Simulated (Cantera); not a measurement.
What does this Cantera script print?

```python
import numpy as np
import cantera as ct

gas_names = """
    C CN CO CO2 C2 CCN CNC C2N2 C2O C3 C3O2 C4 C4N2 C5 N NCO NO NO2 NO3 N2 N2O O O2 O3 Si SiC SiC2 SiN
    SiO SiO2 Si2 Si2C Si2N Si3
""".split()
cond_names = """
    C(gr) Si(cr) Si(L) SiC(b) SiO2(Lqz) SiO2(hqz) SiO2(L) Si2N2O(s) Si3N4(a)
""".split()


def load(file, names, dense=False):
    # The tables refer to 1 bar. Condensed volumes are neglected.
    table = {s.name: s for s in ct.Species.list_from_file(file)}
    out = []
    for n in names:
        d = dict(table[n].input_data)
        d["thermo"] = dict(d["thermo"], **{"reference-pressure": 1e5})
        if dense:
            d["equation-of-state"] = {"model": "constant-volume", "density": "1e6 g/cm^3"}
        out.append(ct.Species.from_dict(d))
    return out


gas = ct.Solution(thermo="ideal-gas", species=load("nasa_gas.yaml", gas_names))
cond = {s.name: ct.Solution(thermo="fixed-stoichiometry", species=[s], name=s.name)
        for s in load("nasa_condensed.yaml", cond_names, dense=True)}
atoms = {
    'Si3N4': {'Si': 3, 'N': 4},
    'CO2': {'C': 1, 'O': 2},
    'N2': {'N': 2},
}
top_T = {'C(gr)': 4500, 'SiC(b)': 3050, 'Si2N2O(s)': 2100, 'Si3N4(a)': 2400}  # K; cautious upper limits of use, not melting points


def equilibrate(T, P, feed):
    n = {}
    for name, mol in feed.items():
        for a, k in atoms[name].items():
            n[a] = n.get(a, 0.0) + k * mol
    gas.TPX = T, P, n
    mass = sum(n.values()) * gas.mean_molecular_weight
    gas.equilibrate("TP")
    valid = [c for c in cond.values() if c.min_temp <= T <= top_T.get(c.name, c.max_temp)]
    mix = ct.Mixture([(gas, mass / gas.mean_molecular_weight)] + [(c, 0.0) for c in valid])
    mix.T, mix.P = T, P
    mix.equilibrate("TP", solver="vcs", rtol=1e-11, max_steps=5000)
    return mix


results = []
T = 1573.15  # K
P = 1200  # Pa
for m in [0.055, 0.064, 0.076, 0.09, 0.11, 0.13, 0.15, 0.18, 0.21, 0.25, 0.29]:
    feed = {'Si3N4': 1, 'CO2': m, 'N2': 160}  # mol
    mix = equilibrate(T, P, feed)
    results.append((T, P, feed, dict(zip(mix.species_names, mix.species_moles))))

top = {s: max(r[3][s] / sum(r[3][g] for g in gas_names) for r in results) for s in gas_names}
cols = sorted((s for s in top if top[s] > 0.0001), key=lambda s: -top[s])[:8]
seen = [c for c in cond_names if any(r[3].get(c, 0) > 1e-12 for r in results)]
print("log10 of partial pressures in bar; condensed amounts in mol")
print(f"{'n(CO2)':>10s}" + "".join(f"{s[:9]:>10s}" for s in cols + seen))
for T, P, feed, n in results:
    ng = sum(n[g] for g in gas_names)
    print(f"{feed['CO2']:10.4g}" + "".join(f"{np.log10(max(n[s] / ng * P / 1e5, 1e-99)):10.3f}" for s in cols)
          + "".join(f"{n.get(c, 0):10.4g}" for c in seen))
```

Result:

```
log10 of partial pressures in bar; condensed amounts in mol
    n(CO2)        N2        CO    SiC(b) Si2N2O(s)  Si3N4(a)
     0.055    -1.921    -5.385         0   0.03932    0.9685
     0.064    -1.921    -5.319         0   0.04832    0.9625
     0.076    -1.921    -5.244         0   0.06032    0.9545
      0.09    -1.921    -5.171         0   0.07432    0.9452
      0.11    -1.921    -5.084         0   0.09431    0.9319
      0.13    -1.921    -5.012         0    0.1143    0.9185
      0.15    -1.921    -4.977  0.009196    0.1435     0.896
      0.18    -1.921    -4.977   0.03916    0.2035    0.8461
      0.21    -1.921    -4.977   0.06913    0.2634    0.7961
      0.25    -1.921    -4.977    0.1091    0.3434    0.7295
      0.29    -1.921    -4.977     0.149    0.4233    0.6629
```

Equilibrium computed with Cantera from the NASA thermochemical tables; the gas is ideal and each condensed phase is pure. Mutual solubility and eutectic melting of coexisting phases are not modelled.
